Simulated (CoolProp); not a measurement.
A Linde-Hampson liquefier for methane: isothermal reversible compression at 300 K from 1 atm to 20 MPa, throttling to 1 atm, return gas leaving the recuperator 10 K below the feed. Each further row changes one setting.

The numbers come from the reference Helmholtz-energy equation of state, Setzmann 1991 in CoolProp.

```
case                        liquid yield per pass  compression work (kJ/kg of gas)
--------------------------  ---------------------  -------------------------------
as stated                                   0.175                              779
high pressure 40 MPa                        0.230                              877
warm-end temperature 330 K                      ?                                ?
warm-end gap 15 K                               ?                              779
```

Q: What belongs in the gaps?

A: 
- warm-end temperature 330 K, liquid yield per pass: 0.127
- warm-end temperature 330 K, compression work (kJ/kg of gas): 873
- warm-end gap 15 K, liquid yield per pass: 0.165
